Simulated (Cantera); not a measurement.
A closed system holds: 1 mol Si3N4, a varied amount of HF, 19 mol N2, equilibrated at 10.0 mbar.

Cantera equilibrium calculation (NASA polynomials, part measured and part estimated; ideal gas, pure solids and liquids). Candidate condensed phases: Si, Si3N4; 37 gas species. The tables' values for SiF2, SiF3 are old estimates. Kinetics and transport are ignored.

Stable condensed phases, one row left out:

```
T in K \ n(HF) in mol
         3.1 9.8  17  23  30  37  43
   1923    A   B   B   B   B   B   B
   1723    C   B   B   B   B   B   B
   1623    C   C   B   B   B   B   B
   1523    C   C   B   B   B   B   B
   1423    C   C   B   B   B   B   B
   1323    C   C   B   B   B   B   B
   1223    C   C   B   B   B   B   B
   1123    C   C   B   B   B   B   B
   1023    C   C   B   B   B   B   B
```

A: Si; B: gas only; C: Si3N4.

Question: Give the row for 1823 K.

Answer: 3.1: Si; 9.8: gas only; 17: gas only; 23: gas only; 30: gas only; 37: gas only; 43: gas only.
